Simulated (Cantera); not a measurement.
A perfectly stirred reactor is fed with CO : O₂ : H₂O : N₂ = 0.032 : 0.077 : 0.00097 : 1 (molar parts), equivalence ratio 0.21, at 1950 Torr; it is held at 1523 K, and followed from long to short residence time.

Model: GRI-Mech 3.0 (53 species, 325 reactions), integrated in Cantera.

Predict: x(CO) at τ = 16.0 s; x(O₂) at τ = 16.0 s; x(H₂O) at τ = 16.0 s; x(N₂O) at τ = 16.0 s; x(CO₂) at τ = 16.0 s; x(CO) at τ = 0.380 s; x(O₂) at τ = 0.380 s; x(H₂O) at τ = 0.380 s; x(N₂O) at τ = 0.380 s; x(CO₂) at τ = 0.380 s.


```json
{
 "x(CO) at τ = 16.0 s": "2.24e-5",
 "x(O₂) at τ = 16.0 s": "0.0558",
 "x(H₂O) at τ = 16.0 s": "0.000880",
 "x(N₂O) at τ = 16.0 s": "4.83e-7",
 "x(CO₂) at τ = 16.0 s": "0.0292",
 "x(CO) at τ = 0.380 s": "0.000303",
 "x(O₂) at τ = 0.380 s": "0.0558",
 "x(H₂O) at τ = 0.380 s": "0.000867",
 "x(N₂O) at τ = 0.380 s": "2.85e-6",
 "x(CO₂) at τ = 0.380 s": "0.0289"
}
```
